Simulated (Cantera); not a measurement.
Input: 1 mol SiO2, 0.39 mol C, 2.4 mol H2, held at 1027 °C.

Equilibrium computed with Cantera from the NASA thermochemical tables; the gas is ideal and each condensed phase is pure. Candidate condensed phases: C, C6H6, C7H8, C8H18, H2O, Si, SiC, SiO2; 123 gas species. Mutual solubility and eutectic melting of coexisting phases are not modelled. The tables hold silica as quartz up to 1696 K and as liquid above; real silica turns to tridymite and cristobalite and melts near 1996 K. Kinetics and transport are ignored.

x: gas mole fraction; n: condensed amount in mol.

```json
[
 {"P (Pa)": "10", "x H2": "0.883", "x CO": "0.101", "x CH4": "4.23e-8", "x SiO": "0.0158", "x H": "0.000104", "n SiC(s)": "0.116", "n SiO2(β-quartz)": "0.841", "n C(graphite)": "0"},
 {"P (Pa)": "100", "x H2": "0.901", "x CO": "0.0979", "x CH4": "(withheld)", "x SiO": "(withheld)", "x H": "(withheld)", "n SiC(s)": "(withheld)", "n SiO2(β-quartz)": "0.869", "n C(graphite)": "0"},
 {"P (Pa)": "1000", "x H2": "0.944", "x CO": "0.0557", "x CH4": "7.01e-5", "x SiO": "4.14e-5", "x H": "1.07e-5", "n SiC(s)": "0.0708", "n SiO2(β-quartz)": "0.929", "n C(graphite)": "0.177"},
 {"P (Pa)": "10000", "x H2": "0.994", "x CO": "(withheld)", "x CH4": "(withheld)", "x SiO": "(withheld)", "x H": "(withheld)", "n SiC(s)": "(withheld)", "n SiO2(β-quartz)": "0.993", "n C(graphite)": "0.368"},
 {"P (Pa)": "100000", "x H2": "0.992", "x CO": "0.000557", "x CH4": "0.00773", "x SiO": "4.14e-7", "x H": "1.10e-6", "n SiC(s)": "0.000669", "n SiO2(β-quartz)": "0.999", "n C(graphite)": "0.370"},
 {"P (Pa)": "1000000", "x H2": "0.932", "x CO": "5.57e-5", "x CH4": "0.0683", "x SiO": "4.14e-8", "x H": "3.38e-7", "n SiC(s)": "6.78e-5", "n SiO2(β-quartz)": "1.000", "n C(graphite)": "0.236"}
]
```

### Question
Fill in the missing entries.

### Answer

- 100, x CH4: 2.00e-6
- 100, x SiO: 0.000740
- 100, x H: 3.32e-5
- 100, n SiC(s): 0.129
- 10000, x CO: 0.00557
- 10000, x CH4: 0.000776
- 10000, x SiO: 4.14e-6
- 10000, x H: 3.49e-6
- 10000, n SiC(s): 0.00672
